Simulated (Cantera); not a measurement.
Moist CO burnout

An isothermal, constant-pressure homogeneous reactor starts with CO : O2 : H2O : N2 = 0.002 : 0.005 : 0.005 : 1 (molar parts), equivalence ratio 0.20, at 1400 K and 1.10 bar.

Detailed kinetics in Cantera: GRI-Mech 3.0 (53 species, 325 reactions).

| t (s) | x CO | x O2 | x H2O | x H | x O |
|---|---|---|---|---|---|
| 8.00e-6 | 0.00198 | 0.00494 | 0.00494 | <1e-12 | 6.30e-11 |
| 2.36e-5 | 0.00198 | 0.00494 | 0.00494 | 1.90e-12 | 1.82e-10 |
| 6.94e-5 | 0.00198 | 0.00494 | 0.00494 | 1.75e-11 | 5.10e-10 |
| 0.000204 | 0.00198 | 0.00494 | 0.00494 | 1.55e-10 | 1.43e-9 |
| 0.000601 | 0.00198 | 0.00494 | 0.00494 | 1.56e-9 | 6.55e-9 |
| 0.00177 | 0.00198 | 0.00494 | 0.00494 | 8.98e-8 | 3.11e-7 |
| 0.00521 | 0.00113 | 0.00448 | 0.00474 | 0.000108 | 0.000160 |
| 0.0153 | 9.18e-5 | 0.00399 | 0.00489 | 9.83e-6 | 2.93e-5 |
| 0.0452 | 8.62e-6 | 0.00396 | 0.00493 | 3.91e-7 | 3.36e-6 |
| 0.133 | 8.16e-7 | 0.00395 | 0.00494 | 2.74e-8 | 5.77e-7 |
| 0.392 | 1.08e-7 | 0.00396 | 0.00494 | 3.66e-9 | 1.52e-7 |
| 1.15 | 3.65e-8 | 0.00396 | 0.00494 | 1.09e-9 | 6.70e-8 |
| 3.40 | 2.96e-8 | 0.00396 | 0.00494 | 8.64e-10 | 5.72e-8 |
| 10.0 | 2.96e-8 | 0.00396 | 0.00494 | 8.62e-10 | 5.71e-8 |
x: mole fraction; the columns are a selection and need not sum to one.

Equilibrium at this temperature and pressure: CO 2.98e-8, O2 0.00390, H2O 0.00494, H 8.65e-10, O 5.67e-8 (gas phase only).
